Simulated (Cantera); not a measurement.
**CCl4 + F2 (fluorocarbon and chlorocarbon gases)**

Charge: 1 mol CCl4, 2.3 mol F2, at 2.10 Pa.

These are equilibrium values from Cantera (NASA tables, ideal gas, pure condensed phases), not measurements of a reactor. Candidate condensed phases: C; 27 gas species. Gases not in the tables: C2F6 and larger saturated fluorocarbons. Kinetics and transport are ignored.

From 1673 K to 1823 K nothing is condensed. From 1873 K to 2123 K the condensed part is C(graphite). The main C-bearing gas is CF4 at 1673 K and CF2 at 2123 K.

| T (K) | log p Cl | log p F | log p CF4 | log p CF2 | n C(graphite) |
|---|---|---|---|---|---|
| 1673 | -4.83 | -5.59 | -5.45 | -6.77 | 0 |
| 1723 | -4.85 | -5.48 | -5.53 | -6.24 | 0 |
| 1773 | -4.88 | -5.34 | -5.70 | -5.90 | 0 |
| 1823 | -4.92 | -5.23 | -6.01 | -5.70 | 0 |
| 1873 | -4.95 | -5.13 | -6.49 | -5.69 | 0.137 |
| 1923 | -4.97 | -5.06 | -7.13 | -5.80 | 0.367 |
| 1973 | -4.99 | -5.02 | -7.83 | -5.97 | 0.560 |
| 2023 | -5.00 | -4.99 | -8.56 | -6.15 | 0.699 |
| 2073 | -5.00 | -4.98 | -9.29 | -6.35 | 0.791 |
| 2123 | -5.00 | -4.97 | -10.01 | -6.54 | 0.848 |
log p: log10 of the partial pressure in bar; n: condensed amount in mol.
